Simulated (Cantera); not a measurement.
Charge: 1 mol Si, 1 mol HBr, equilibrated at 1100 K and 7.50 Torr.

Equilibrium computed with Cantera from the NASA thermochemical tables; the gas is ideal and each condensed phase is pure. Candidate condensed phases: Br2, Si; 19 gas species. The tables' values for SiBr3 are old estimates; treat these amounts as uncertain. The numbers say what is thermodynamically allowed, not how fast it happens.

Base state: H2 0.557, SiBr4 0.245, HBr 0.135, SiBr2 0.0447, SiBr3 0.00947, SiHBr3 0.00878, SiH2Br2 0.000149, Br 3.69e-5 (mole fractions); condensed: Si(s).

Problem. What changes in the equilibrium state with this change: pressure from 7.50 Torr to 0.0158 Torr?

Solution. 
| species | before | after |
|---|---|---|
| H2 | 0.557 | 0.369 |
| SiBr2 | 0.0447 | 0.308 |
| HBr | 0.135 | 0.289 |
| SiBr4 | 0.245 | 0.0243 |
| SiH2Br2 | 0.000149 | 1.43e-6 |
| Br | 3.69e-5 | 0.00211 |
| SiHBr3 | 0.00878 | 0.000271 |
| SiBr3 | 0.00947 | 0.00782 |
| Si(s), mol | 0.755 | 0.669 |
